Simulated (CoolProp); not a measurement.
Vapour-liquid equilibrium of isohexane (1) + benzene (2) at 0.0182 MPa; x and y are mole fractions of (1).

Computed with CoolProp (multi-fluid Helmholtz-energy mixture model, Lemmon 2006 and Thol 2012; pair parameters Bell 2016).

Q: Give the bubble temperature and the first vapour's composition at x = 0.275, 0.575, 0.8. Is there an azeotrope?

A: x = 0.275: 295.2 K, y = 0.525; x = 0.575: 291.2 K, y = 0.723; x = 0.8: 289.3 K, y = 0.861. No azeotrope shows between x = 0.05 and 0.95.

The pair parameters rest on a limited set of measurements; away from them the model extrapolates.
